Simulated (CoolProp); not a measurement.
Vapour-liquid equilibrium of acetone (1) + toluene (2) at 102.65 °C; x and y are mole fractions of (1).

Values from CoolProp's multi-fluid Helmholtz-energy mixture model, Lemmon 2006 and Lemmon 2006; pair parameters Bell 2016.

### Question
Give the bubble pressure and the first vapour's composition at x = 0.2, 0.5, 0.95. Is there an azeotrope?

### Answer
x = 0.2: 0.1684 MPa, y = 0.592; x = 0.5: 0.2606 MPa, y = 0.809; x = 0.95: 0.3837 MPa, y = 0.982. No azeotrope shows between x = 0.05 and 0.95.

The pair parameters rest on a limited set of measurements; away from them the model extrapolates.
